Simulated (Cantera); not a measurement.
**Diamond growth**

A diamond (100) surface in a fixed gas of H2 with x(CH4) = 0.026, x(CH3) = 0.00048, at 1075 K, 14000 Pa; coverages are run to steady state.

Model: the Harris–Goodwin 1993 mechanism for the reconstructed diamond (100) surface, integrated in Cantera.

```
x(H)     growth (µm/h)  θ c6HH  θ c6H*  θ c6*H   θ c6**   θ c6HM
-------  -------------  ------  ------  ------  -------  -------
0.0001            4.70   0.444  0.0157   0.264  0.00278    0.183
0.00025           11.0   0.424  0.0176   0.295  0.00548    0.173
0.00064           21.5   0.441  0.0198   0.333  0.00894    0.133
0.0016            32.6   0.474  0.0221   0.371   0.0121   0.0811
0.0041            41.1   0.503  0.0239   0.400   0.0142   0.0399
0.01              45.5   0.518  0.0250   0.415   0.0153   0.0181
0.027             47.8   0.526  0.0259   0.422   0.0159  0.00707
0.067             49.0   0.529  0.0273   0.423   0.0164  0.00292
0.17              50.4   0.530  0.0304   0.421   0.0170  0.00118
```
θ: site fractions in the mechanism's names (c6HH fully hydrogenated, c6H* and c6*H radical sites, c6** diradical, c6HM methylated).
